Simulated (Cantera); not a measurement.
Charge: 1 mol Ti(NMe2)4, 5.3 mol N2, 35 mol H2, held at 1475 °C and 100000 Pa.

Equilibrium computed with Cantera from the NASA thermochemical tables; the gas is ideal and each condensed phase is pure. Candidate condensed phases: C, C6H6, C7H8, C8H18, Ti, TiC, TiN; 93 gas species. The feed counts by its element totals alone. TiC: taken at fixed stoichiometry. Kinetics and transport are ignored.

Base state: H2 0.864, N2 0.134, HCN 0.00161, CH4 0.000686, H 0.000212, C2H2 (acetylene) 9.75e-5, HNC 5.41e-5 (mole fractions); condensed: C(graphite) + TiC(s).

### Question
What changes in the equilibrium state with this change: N2 from 5.3 to 0.57 mol?

### Answer
| species | before | after |
|---|---|---|
| H2 | 0.864 | 0.946 |
| N2 | 0.134 | 0.0513 |
| HCN | 0.00161 | 0.00104 |
| HNC | 5.41e-5 | 3.51e-5 |
| CH4 | 0.000686 | 0.000824 |
| C2H2 (acetylene) | 9.75e-5 | 0.000107 |
| H | 0.000212 | 0.000222 |
| C(graphite), mol | 6.86 | 6.89 |
| TiC(s), mol | 1.00 | 1.00 |
